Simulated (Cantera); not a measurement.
Input (Python, Cantera) and output of one run.

```python
import numpy as np
import cantera as ct

gas_names = """
    C CN CO CO2 C2 CCN CNC C2N2 C2O C3 C3O2 C4 C4N2 C5 N NCO NO NO2 NO3 N2 N2O O O2 O3 Si SiC SiC2 SiN
    SiO SiO2 Si2 Si2C Si2N Si3
""".split()
cond_names = """
    C(gr) Si(cr) Si(L) SiC(b) SiO2(Lqz) SiO2(hqz) SiO2(L) Si2N2O(s) Si3N4(a)
""".split()


# ... load() reads the species with a 1 bar reference pressure and builds the phases ...
atoms = {
    'SiC': {'Si': 1, 'C': 1},
    'N2O': {'N': 2, 'O': 1},
    'N2': {'N': 2},
}
top_T = {'C(gr)': 4500, 'SiC(b)': 3050, 'Si2N2O(s)': 2100, 'Si3N4(a)': 2400}  # K; cautious upper limits of use, not melting points


# ... equilibrate(T, P, feed) seeds the gas with the atoms and calls Mixture.equilibrate('TP', solver="vcs", rtol=1e-11, max_steps=5000) ...
results = []
feed = {'SiC': 1, 'N2O': 1.1, 'N2': 5}  # mol
T = 2173.15  # K
P = 1333.22  # Pa
mix = equilibrate(T, P, feed)
results.append((T, P, feed, dict(zip(mix.species_names, mix.species_moles))))
x = sorted(zip(gas.X, gas.species_names), reverse=True)
print(f"T = {T:g} K  P = {P:g} Pa  gas = {mix.phase_moles(0):.4g} mol")
print("   x: " + "  ".join(f"{s} {v:.3e}" for v, s in x if v > 1e-05))
print("   condensed (mol): " + ("  ".join(f"{mix.phase(i).name} {mix.phase_moles(i):.4g}"
      for i in range(1, mix.n_phases) if mix.phase_moles(i) > 1e-12) or "none"))
```

Output:

```
T = 2173.15 K  P = 1333.22 Pa  gas = 7.327 mol
   x: N2 8.322e-01  CO 8.412e-02  SiO 6.600e-02  Si 1.603e-02  Si2C 8.565e-04  SiN 3.006e-04  Si2N 2.560e-04  Si2 1.835e-04  Si3 2.736e-05  SiC2 2.382e-05
   condensed (mol): SiC(b) 0.377
```

Method: chemical equilibrium by Gibbs-energy minimisation in Cantera with the NASA 1993 tables (ideal gas, pure condensed phases). The tables' values for SiN are old estimates; treat these amounts as uncertain.
